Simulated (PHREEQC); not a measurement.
Ultrapure water in contact with air or piping

A made-up water analysis in mg/L, 25 °C, pH 7.82, pe 12.8: Na 0.0103; K 0.0273; Ca 0.0328; Mg 0.0115; Cl 0.0568; S(6) as SO4 0.0224; Alkalinity as HCO3 0.0989; F 0.00035; B 1.07e-05; N(5) as NO3 5.85e-05; O(0) (dissolved oxygen) 0.0001.

Valence states are taken as typed.

The numbers come from PHREEQC with the ion-association model, phreeqc.dat.

No solid was allowed to form.

Q: Estimate the charge-balance error.

A: charge-balance error 0.3 %.

Q: In which forms is B present?

A: H3BO3 96 %, H2BO3- 3.7 % of the B.

Complexes and solids missing from the database can't appear. Real BF4- forms and hydrolyses slowly; the run takes it at equilibrium.
